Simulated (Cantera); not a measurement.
Charge: 1 mol PbF2, 1.5 mol N2, held at 1873.15 K and 10.0 Torr.

Method: chemical equilibrium by Gibbs-energy minimisation in Cantera with the NASA 1993 tables (ideal gas, pure condensed phases). Candidate condensed phases: Pb, PbF2; 12 gas species. Kinetics and transport are ignored.

Base state: N2 0.600, PbF2 0.261, PbF4 0.0583, PbF 0.0430, Pb 0.0370, F 0.000589 (mole fractions); condensed: gas only.

### Question
What changes in the equilibrium state with this change: pressure from 10.0 Torr to 0.0713 Torr?

### Answer
| species | before | after |
|---|---|---|
| N2 | 0.600 | 0.559 |
| PbF2 | 0.261 | 0.239 |
| F | 0.000589 | 0.0691 |
| PbF4 | 0.0583 | 0.0374 |
| Pb | 0.0370 | 0.0484 |
| PbF | 0.0430 | 0.0471 |

### Question
What changes in the equilibrium state with this change: pressure from 10.0 Torr to 0.00548 Torr?

### Answer
| species | before | after |
|---|---|---|
| N2 | 0.600 | 0.408 |
| F | 0.000589 | 0.319 |
| Pb | 0.0370 | 0.138 |
| PbF2 | 0.261 | 0.0856 |
| PbF4 | 0.0583 | 0.00168 |
| PbF | 0.0430 | 0.0474 |
